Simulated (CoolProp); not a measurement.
Vapour pressure (bar) of CF4 (R14): the reference equation beside estimates from Tc = -45.8 °C, pc = 37.62 bar, ω = 0.178. Clausius-Clapeyron is anchored at -106.55 °C with a constant enthalpy of vaporisation of 10.67 kJ/mol.

Model: reference Helmholtz-energy equation of state, Platzer 1990, in CoolProp. This equation is an older, rougher fit; its heat capacities, sound speeds and derivatives of the liquid may be far off and weren't checked against measurements.

```json
[
 {"T (°C)": "-130.05", "reference": "0.8780", "Lee-Kesler": "0.8743", "Clausius-Clapeyron": "1.047", "van der Waals": "4.281", "Redlich-Kwong": "1.249", "Soave-Redlich-Kwong": "0.8764", "Peng-Robinson": "0.8871"},
 {"T (°C)": "-126.75", "reference": "1.109", "Lee-Kesler": "1.108", "Clausius-Clapeyron": "1.281", "van der Waals": "4.852", "Redlich-Kwong": "1.556", "Soave-Redlich-Kwong": "1.109", "Peng-Robinson": "1.119"},
 {"T (°C)": "-123.35", "reference": "1.394", "Lee-Kesler": "1.396", "Clausius-Clapeyron": "1.563", "van der Waals": "5.493", "Redlich-Kwong": "1.928", "Soave-Redlich-Kwong": "1.397", "Peng-Robinson": "1.404"},
 {"T (°C)": "-120.05", "reference": "1.721", "Lee-Kesler": "1.729", "Clausius-Clapeyron": "1.880", "van der Waals": "6.165", "Redlich-Kwong": "2.348", "Soave-Redlich-Kwong": "1.728", "Peng-Robinson": "1.732"},
 {"T (°C)": "-116.65", "reference": "2.117", "Lee-Kesler": "2.131", "Clausius-Clapeyron": "2.255", "van der Waals": "6.913", "Redlich-Kwong": "2.846", "Soave-Redlich-Kwong": "2.130", "Peng-Robinson": "2.128"},
 {"T (°C)": "-113.25", "reference": "2.579", "Lee-Kesler": "2.600", "Clausius-Clapeyron": "2.685", "van der Waals": "7.718", "Redlich-Kwong": "3.418", "Soave-Redlich-Kwong": "2.599", "Peng-Robinson": "2.591"},
 {"T (°C)": "-109.95", "reference": "3.096", "Lee-Kesler": "3.126", "Clausius-Clapeyron": "3.158", "van der Waals": "8.556", "Redlich-Kwong": "4.047", "Soave-Redlich-Kwong": "3.126", "Peng-Robinson": "3.110"},
 {"T (°C)": "-106.55", "reference": "3.708", "Lee-Kesler": "3.748", "Clausius-Clapeyron": "3.708", "van der Waals": "9.478", "Redlich-Kwong": "4.778", "Soave-Redlich-Kwong": "3.750", "Peng-Robinson": "3.724"},
 {"T (°C)": "-103.15", "reference": "4.405", "Lee-Kesler": "4.456", "Clausius-Clapeyron": "4.325", "van der Waals": "10.46", "Redlich-Kwong": "5.598", "Soave-Redlich-Kwong": "4.462", "Peng-Robinson": "4.425"},
 {"T (°C)": "-99.85", "reference": "5.172", "Lee-Kesler": "5.234", "Clausius-Clapeyron": "4.993", "van der Waals": "11.48", "Redlich-Kwong": "6.484", "Soave-Redlich-Kwong": "5.246", "Peng-Robinson": "5.197"},
 {"T (°C)": "-96.45", "reference": "6.062", "Lee-Kesler": "6.135", "Clausius-Clapeyron": "5.758", "van der Waals": "12.59", "Redlich-Kwong": "7.496", "Soave-Redlich-Kwong": "6.157", "Peng-Robinson": "6.093"},
 {"T (°C)": "-93.15", "reference": "7.030", "Lee-Kesler": "7.114", "Clausius-Clapeyron": "6.578", "van der Waals": "13.73", "Redlich-Kwong": "8.578", "Soave-Redlich-Kwong": "7.148", "Peng-Robinson": "7.069"},
 {"T (°C)": "-89.75", "reference": "8.141", "Lee-Kesler": "8.236", "Clausius-Clapeyron": "7.507", "van der Waals": "14.97", "Redlich-Kwong": "9.800", "Soave-Redlich-Kwong": "8.287", "Peng-Robinson": "8.191"},
 {"T (°C)": "-86.35", "reference": "9.378", "Lee-Kesler": "9.481", "Clausius-Clapeyron": "8.526", "van der Waals": "16.29", "Redlich-Kwong": "11.14", "Soave-Redlich-Kwong": "9.555", "Peng-Robinson": "9.441"}
]
```

Absolute difference from the reference over all 14 rows, mean and median: Lee-Kesler 0.8 and 1.0 %, Clausius-Clapeyron 7.3 and 6.5 %, van der Waals 189.7 and 166.0 %, Redlich-Kwong 30.1 and 29.8 %, Soave-Redlich-Kwong 1.0 and 1.1 %, Peng-Robinson 0.6 and 0.5 %.
